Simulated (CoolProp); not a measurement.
Aqueous potassium carbonate as a coolant, 7 % by mass, freezing at -2.4 °C, 1 atm.

The numbers come from the Melinder's fits for secondary coolants in CoolProp.

```tsv
T (°C)	cp (kJ/(kg K))	viscosity (mPa s)	density (kg/m³)	Prandtl number
-0.4	3.788	___	1067	13.9
3.4	3.793	1.81	1067	12.2
7.3	3.798	1.62	1066	10.8
11.1	3.803	___	1065	9.63
15	3.809	1.32	1064	___
18.8	3.815	1.21	1063	7.80
22.6	3.821	1.11	1062	___
26.5	3.827	1.02	1060	6.45
30.3	3.834	0.939	___	5.91
34.2	3.840	0.868	1057	___
38	3.846	0.806	1056	4.99
```

**Question.** Fill in the missing entries.

**Answer.** 
- -0.4, viscosity (mPa s): 2.04
- 11.1, viscosity (mPa s): 1.46
- 15, Prandtl number: 8.63
- 22.6, Prandtl number: 7.09
- 30.3, density (kg/m³): 1059
- 34.2, Prandtl number: 5.42
